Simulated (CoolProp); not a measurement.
100 sccm (0 °C, 1 atm) of nitrogen bubbles through liquid n-pentane at 292.2 K and leaves saturated at a total pressure of 0.15 MPa (ideal gas phase). Each further row changes one setting.

Computed with CoolProp (reference Helmholtz-energy equation of state, Thol 2019).

```tsv
case	vapour pressure (kPa)	mole fraction of vapour	delivery (mg/min)	delivery (sccm)	change of delivery for a bath 1 K warmer (%)
as stated	54.5	0.363	184	(withheld)	(withheld)
bath temperature 297.2 K	66.0	0.440	253	78.5	(withheld)
total pressure 0.3 MPa	54.5	(withheld)	(withheld)	(withheld)	(withheld)
```

What belongs in the gaps?


- as stated, delivery (sccm): 57.1
- as stated, change of delivery for a bath 1 K warmer (%): 6.3
- bath temperature 297.2 K, change of delivery for a bath 1 K warmer (%): 7.0
- total pressure 0.3 MPa, mole fraction of vapour: 0.182
- total pressure 0.3 MPa, delivery (mg/min): 71.5
- total pressure 0.3 MPa, delivery (sccm): 22.2
- total pressure 0.3 MPa, change of delivery for a bath 1 K warmer (%): 4.9
